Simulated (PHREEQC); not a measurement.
Solution (20 °C): 0.059 mol/kgw HCl and 0.09 mol/kgw NiSO4. Closed to the air; pH follows from the charge balance.

All values are PHREEQC results (ion-association model, wateq4f.dat), not measurements.

```json
{
 "pH": "1.61",
 "ionic_strength": "0.243 mol/kgw",
 "total_alkalinity": "-59.0 meq/kg"
}
```

| species | molality | activity | log γ |
|---|---|---|---|
| Ni+2 | 0.0587 | 0.0177 | -0.521 |
| Cl- | 0.0562 | 0.0393 | -0.156 |
| SO4-2 | 0.0335 | 0.00919 | -0.561 |
| H+ | 0.0313 | 0.0248 | -0.102 |
| NiSO4 | 0.0287 | 0.0303 | 0.024 |
| HSO4- | 0.0277 | 0.0199 | -0.144 |
| NiCl+ | 0.00235 | 0.00175 | -0.130 |
| NiCl2 | 0.000235 | 0.000249 | 0.024 |
| Ni(SO4)2-2 | 5.19e-5 | 1.57e-5 | -0.521 |

This is a speciation only: nothing precipitates in the calculation. Species that the database lacks are ignored.
